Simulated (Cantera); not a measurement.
Input: 1 mol CH3Cl, 0.011 mol F2, 0.074 mol H2, 0.19 mol Si, equilibrated at 2248 K.

Cantera equilibrium calculation (NASA polynomials, part measured and part estimated; ideal gas, pure solids and liquids). Candidate condensed phases: C, C6H6, C7H8, C8H18, Si, SiC; 143 gas species. Gases not in the tables: Si2H6 and higher silanes. Rates play no part.

### Question
Which condensed phases are stable at each of these points (P (Pa)): 1, 3.60, 13, 46, 170, 600, 2200, 7700, 28000, 100000?

### Answer
| P (Pa) | condensed phases | Si condensed (%) |
|---|---|---|
| 1 | C(graphite) | 0.0 |
| 3.60 | C(graphite) | 0.0 |
| 13 | C(graphite) | 0.0 |
| 46 | C(graphite) | 0.0 |
| 170 | C(graphite) | 0.0 |
| 600 | C(graphite) + SiC(s) | 20.8 |
| 2200 | C(graphite) + SiC(s) | 33.8 |
| 7700 | C(graphite) + SiC(s) | 37.0 |
| 28000 | C(graphite) + SiC(s) | 37.6 |
| 100000 | C(graphite) + SiC(s) | 37.2 |

From 1.00 Pa to 1.70 mbar the condensed part is C(graphite). From 6.00 mbar to 1.00 bar the condensed part is C(graphite) + SiC(s).
